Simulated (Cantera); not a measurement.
Charge: 1 mol AlI3, 0.43 mol NH3, 1.6 mol H2, held at 0.540 bar.

Method: chemical equilibrium by Gibbs-energy minimisation in Cantera with the NASA 1993 tables (ideal gas, pure condensed phases). Candidate condensed phases: Al, AlI3, AlN, I2; 19 gas species. Rates play no part. All values below are at 1650 K.

Base state: H2 0.502, I 0.162, HI 0.150, AlI3 0.141, AlI 0.0292, N2 0.0120, I2 0.00300, H 8.76e-5 (mole fractions); condensed: AlN(s).

**Question.** What changes in the equilibrium state with this change: NH3 from 0.43 to 480 mol?

**Answer.** 
```
species       before     after
-----------  -------  --------
H2             0.502     0.748
N2            0.0120     0.249
HI             0.150   0.00163
I              0.162   0.00143
AlI3           0.141   2.15e-8
AlI           0.0292   5.67e-5
I2           0.00300   2.35e-7
H            8.76e-5  0.000107
AlN(s), mol    0.337     0.945
```

**Question.** What changes in the equilibrium state with this change: AlI3 replaced by AlBr3?

**Answer.** 
```tsv
species	before	after
H2	0.502	0.585
AlBr3	0	0.245
HBr	0	0.121
I	0.162	0
HI	0.150	0
AlI3	0.141	0
AlI	0.0292	0
N2	0.0120	0.0432
AlBr	0	0.00511
I2	0.00300	0
Br	0	0.00117
AlN(s), mol	0.337	0.130
```
Further candidate phases: AlBr3, Br2.
